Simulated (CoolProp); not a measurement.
Vapour-liquid equilibrium of R22 (1) + R114 (2) at 1.05 MPa; x and y are mole fractions of (1).

The numbers come from the multi-fluid Helmholtz-energy mixture model, Kamei 1995 and Platzer 1990; pair parameters Bell 2016 in CoolProp. This equation is an older, rougher fit; its heat capacities, sound speeds and derivatives of the liquid may be far off and weren't checked against measurements.

```json
[
 {"x": "0.05", "bubble temperature (K)": "350.9", "y at the bubble point": "0.164", "dew temperature at overall composition x (K)": "356.3", "liquid density (mol/L)": "7.542"},
 {"x": "0.125", "bubble temperature (K)": "341.3", "y at the bubble point": "0.349", "dew temperature at overall composition x (K)": "352.8", "liquid density (mol/L)": "7.957"},
 {"x": "0.2", "bubble temperature (K)": "333.9", "y at the bubble point": "0.480", "dew temperature at overall composition x (K)": "349.1", "liquid density (mol/L)": "8.349"},
 {"x": "0.275", "bubble temperature (K)": "328.0", "y at the bubble point": "0.576", "dew temperature at overall composition x (K)": "345.3", "liquid density (mol/L)": "8.733"},
 {"x": "0.35", "bubble temperature (K)": "323.2", "y at the bubble point": "0.650", "dew temperature at overall composition x (K)": "341.3", "liquid density (mol/L)": "9.121"},
 {"x": "0.425", "bubble temperature (K)": "319.1", "y at the bubble point": "0.710", "dew temperature at overall composition x (K)": "337.1", "liquid density (mol/L)": "9.523"},
 {"x": "0.5", "bubble temperature (K)": "315.6", "y at the bubble point": "0.760", "dew temperature at overall composition x (K)": "332.7", "liquid density (mol/L)": "9.945"},
 {"x": "0.575", "bubble temperature (K)": "312.4", "y at the bubble point": "0.804", "dew temperature at overall composition x (K)": "328.1", "liquid density (mol/L)": "10.39"},
 {"x": "0.65", "bubble temperature (K)": "309.6", "y at the bubble point": "0.844", "dew temperature at overall composition x (K)": "323.2", "liquid density (mol/L)": "10.88"},
 {"x": "0.725", "bubble temperature (K)": "306.9", "y at the bubble point": "0.881", "dew temperature at overall composition x (K)": "318.0", "liquid density (mol/L)": "11.40"},
 {"x": "0.8", "bubble temperature (K)": "304.4", "y at the bubble point": "0.916", "dew temperature at overall composition x (K)": "312.7", "liquid density (mol/L)": "11.97"},
 {"x": "0.875", "bubble temperature (K)": "302.0", "y at the bubble point": "0.949", "dew temperature at overall composition x (K)": "307.3", "liquid density (mol/L)": "12.59"},
 {"x": "0.95", "bubble temperature (K)": "299.8", "y at the bubble point": "0.980", "dew temperature at overall composition x (K)": "301.9", "liquid density (mol/L)": "13.27"}
]
```

No azeotrope shows between x = 0.05 and 0.95.

The pair parameters rest on a limited set of measurements; away from them the model extrapolates.
